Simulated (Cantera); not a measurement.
Charge: 1 mol Al(CH3)3, 0.73 mol N2O, 58 mol N2, equilibrated at 2023.15 K and 0.100 bar.

Cantera equilibrium calculation (NASA polynomials, part measured and part estimated; ideal gas, pure solids and liquids). Candidate condensed phases: Al, AlN, Al2O3, C, C6H6, C7H8, C8H18, H2O; 148 gas species. The feed counts by its element totals alone. Equilibrium is a limit: real reactors are often held back by kinetics, nucleation or transport.

Base state: N2 0.914, H2 0.0678, CO 0.0115, HCN 0.00402, H 0.00156, Al 0.00105, HNC 0.000238, C2H2 (acetylene) 6.06e-5 (mole fractions); condensed: AlN(s) + C(graphite).

Problem. What changes in the equilibrium state with this change: Al(CH3)3 replaced by AlCl3?

Solution. 
```json
[
 {"species": "N2", "before": "0.914", "after": "0.967"},
 {"species": "Cl", "before": "0", "after": "0.0246"},
 {"species": "AlCl3", "before": "0", "after": "0.00773"},
 {"species": "H2", "before": "0.0678", "after": "0"},
 {"species": "CO", "before": "0.0115", "after": "0"},
 {"species": "HCN", "before": "0.00402", "after": "0"},
 {"species": "H", "before": "0.00156", "after": "0"},
 {"species": "AlCl2", "before": "0", "after": "0.000618"},
 {"species": "Al", "before": "0.00105", "after": "1.94e-9"},
 {"species": "AlN(s), mol", "before": "0.932", "after": "0"},
 {"species": "C(graphite), mol", "before": "1.99", "after": "0"},
 {"species": "Al2O3(s), mol", "before": "0", "after": "0.242"}
]
```
The tables' values for AlCl2 are old estimates; treat these amounts as uncertain. Further candidate phases: AlCl3.
